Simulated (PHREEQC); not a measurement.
Model water analysis in mmol/kgw, 70 °C, pH 7.76: Na 588; K 0.767; Ca 12.9; Mg 15.9; Cl 620; S(6) 9.46; Alkalinity (meq/kgw) 0.104.

Valence states are taken as typed.

All values are PHREEQC results (Pitzer model, pitzer.dat), not measurements.

Problem. The ionic strength comes out as 0.681 mol/kgw. What activity coefficients do OH-, MgOH+, Cl-, Ca+2, SO4-2 get?

Solution. OH- 0.54, MgOH+ 0.98, Cl- 0.62, Ca+2 0.20, SO4-2 0.081. Single-ion values are on the MacInnes scale.

This is a speciation only: nothing precipitates in the calculation. At this temperature some constants are extrapolated from 25 °C, and those without enthalpy data are left unchanged.
